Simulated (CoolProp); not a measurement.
Vapour-liquid equilibrium of n-butane (1) + R113 (2) at 0.46 bar; x and y are mole fractions of (1).

Computed with CoolProp (multi-fluid Helmholtz-energy mixture model, Bücker 2006 and Marx 1992; pair parameters Bell 2016).

### Question
Give the bubble temperature and the first vapour's composition at x = 0.05, 0.35, 0.65. Is there an azeotrope?

### Answer
x = 0.05: 18.8 °C, y = 0.273; x = 0.35: -3.2 °C, y = 0.807; x = 0.65: -12.6 °C, y = 0.927. No azeotrope shows between x = 0.05 and 0.95.

The pair parameters rest on a limited set of measurements; away from them the model extrapolates.
